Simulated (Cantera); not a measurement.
**Premixed flame**

A freely propagating, adiabatic, planar premixed flame of 4.11 % C3H8, 21.9 % O2, 74.0 % N2, unburnt at 700 K and 525 Torr; mixture-averaged transport, grid criteria slope 0.08 and curve 0.16, no radiation.

Detailed kinetics in Cantera: GRI-Mech 3.0 (53 species, 325 reactions). GRI-Mech 3.0 was tuned for natural gas; its chemistry of propane as a main component is partial and can be far from experiment. Burning velocities carry a grid error of a few per cent, more on coarse grids.

```csv
z (mm),T (K),u (m/s),x C3H8,x O2,x C2H4,x CH4,x HO2,x CH2O
-0.958,700,2.49,0.0411,0.219,3.35e-7,5.18e-7,1.24e-7,1.43e-7
-0.639,701,2.50,0.0410,0.218,7.32e-6,7.22e-6,1.96e-6,3.06e-6
-0.479,704,2.51,0.0409,0.217,4.26e-5,3.16e-5,8.56e-6,1.72e-5
-0.319,727,2.61,0.0405,0.214,0.000383,0.000192,4.00e-5,0.000136
-0.160,972,3.59,0.0322,0.187,0.00578,0.00160,0.000144,0.00123
-0.0799,1347,5.14,0.0129,0.146,0.0121,0.00274,0.000376,0.00211
0,1751,6.86,0.000681,0.0956,0.00586,0.00168,0.000290,0.00118
0.0799,1946,7.67,2.15e-6,0.0636,0.000532,0.000317,4.47e-5,0.000207
0.160,1998,7.87,<1e-8,0.0492,1.83e-5,2.92e-5,9.71e-6,1.85e-5
0.319,2038,7.98,<1e-8,0.0401,1.44e-8,1.52e-7,6.18e-6,8.44e-8
0.639,2091,8.14,<1e-8,0.0358,<1e-8,<1e-8,5.15e-6,<1e-8
1.28,2159,8.36,<1e-8,0.0333,<1e-8,<1e-8,4.24e-6,<1e-8
2.56,2247,8.64,<1e-8,0.0308,<1e-8,<1e-8,3.36e-6,<1e-8
```
x: mole fraction of selected species; z is measured from the peak of heat release.

laminar burning velocity: 249 cm/s
thermal thickness: 0.319 mm
peak x(C2H4): 0.0122
peak x(CH4): 0.00276
peak x(HO2): 0.000434
peak x(CH2O): 0.00211
